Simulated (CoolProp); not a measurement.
Saturation properties of trans-2-butene (Tc = 428.6 K, pc = 40.19 bar, ω = 0.210).

The numbers come from the reference Helmholtz-energy equation of state, Lemmon 2005 in CoolProp. It is a short technical equation, of lower accuracy than the large ones.

```tsv
T (K)	p (bar)	enthalpy of vaporisation (kJ/kg)	vapour Z
279.2	1.229	400.3	0.9517
282.1	1.365	397.5	0.9482
285.1	1.518	394.6	0.9444
288.1	1.683	391.7	0.9405
291	1.856	388.8	0.9364
294	2.049	385.7	0.9321
297	2.257	382.6	0.9276
299.9	2.473	379.6	0.9230
302.9	2.713	376.4	0.9181
305.9	2.969	373.1	0.9130
308.8	3.235	369.9	0.9079
```

It boils at 274.0 K under 1 atm.
